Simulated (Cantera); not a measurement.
A freely propagating, adiabatic, planar premixed flame of CH₄ : C₂H₆ : C₃H₈ : O₂ : N₂ = 1 : 0.7 : 0.059 : 3.95 : 14.9 (molar parts), equivalence ratio 1.2, unburnt at 348 K and 1.10 bar; mixture-averaged transport, grid criteria slope 0.08 and curve 0.16, no radiation.

Model: GRI-Mech 3.0 (53 species, 325 reactions), integrated in Cantera. Burning velocities carry a grid error of a few per cent, more on coarse grids.

**Question.** What does this change do: inlet temperature 348 to 450 K?

**Answer.** 
| quantity | before | after |
|---|---|---|
| laminar burning velocity | 48.2 cm/s | 74.7 cm/s |
| thermal thickness | 0.355 mm | 0.320 mm |
| peak x(CH₃) | 0.00317 | 0.00365 |
| peak x(O) | 0.00161 | 0.00204 |
| peak x(H) | 0.00922 | 0.0103 |
